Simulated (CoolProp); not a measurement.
The numbers come from the reference Helmholtz-energy equation of state, Span 2000 in CoolProp.

### Question
For nitrogen, give the phase and the cp (kJ/(kg K)), expansivity (1/kK), fugacity coefficient at 124.8 K and 15.9 MPa.

### Answer
- 124.8 K and 15.9 MPa: liquid; cp 2.03, expansivity 7.12, fugacity coefficient 0.244
